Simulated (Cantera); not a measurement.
Reactions in the system C-N-O-Ta

Cantera with NASA thermochemical tables; ideal gases at 1 bar, condensed phases pure. Values are per mole of reaction as written; species without (g) are pure solids or liquids, kept so even where they would boil at 1 bar. TaC: taken at fixed stoichiometry.

2 N(g) + CO2(g) + Ta → 2 NO(g) + TaC

```csv
T (K),ΔH° (kJ),ΔS° (J/K),ΔG° (kJ),log10 K
300,-513.4,-98.0,-484.0,84.27
1648,-520.0,-107.8,-342.5,10.85
1748,-520.2,-107.9,-331.7,9.91
1848,-520.3,-107.9,-320.9,9.07
1948,-520.4,-108.0,-310.1,8.31
2048,-520.5,-108.0,-299.3,7.63
2148,-520.5,-108.0,-288.5,7.02
2248,-520.5,-108.0,-277.7,6.45
2348,-520.5,-108.0,-266.9,5.94
```
